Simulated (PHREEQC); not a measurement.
Make-up at 25 °C: 0.2 mol/kgw K2CO3, 0.0046 mol/kgw Al(NO3)3 and 0.00054 mol/kgw H3BO3. Closed to the air; pH follows from the charge balance.

Equilibrium calculation in PHREEQC: ion-association model, wateq4f.dat.

```tsv
quantity	before	after
pH	10.79	9.79
ionic strength (mol/kgw)	0.580	0.751
CO3-2 (mol/kgw)	0.180	0.181
HCO3- (mol/kgw)	0.0199	0.189
CO2 (mol/kgw)	4.39e-7	3.96e-5
```

**Question.** Which change was made?
(A) diluted 5-fold with water
(B) Al(NO3)3 left out
(C) temperature from 25 to 70 °C
(D) H3BO3 left out
(E) 0.17 mol/kgw KHCO3 added

**Answer.** E, 0.17 mol/kgw KHCO3 added

This is a speciation only: nothing precipitates in the calculation. The ionic strength passes 0.7 mol/kgw, the rough limit of the ion-association models, in after. Some of these states are supersaturated (in Boehmite (slow to form), Gibbsite (slow to form), for instance).
